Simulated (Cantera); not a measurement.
Feed: 1 mol PbO, a varied amount of C, 0.42 mol N₂, at 950 K and 54.0 mbar.

Equilibrium computed with Cantera from the NASA thermochemical tables; the gas is ideal and each condensed phase is pure. Candidate condensed phases: C, Pb, PbO, PbO₂, Pb₃O₄; 27 gas species. Rates play no part.

Task: At 0.88 mol C, list the 4 most abundant gas species with their mole fractions, and the condensed phases.

Result: CO 0.585, N₂ 0.323, CO₂ 0.0923, Pb 9.32e-5. Condensed: Pb(l).
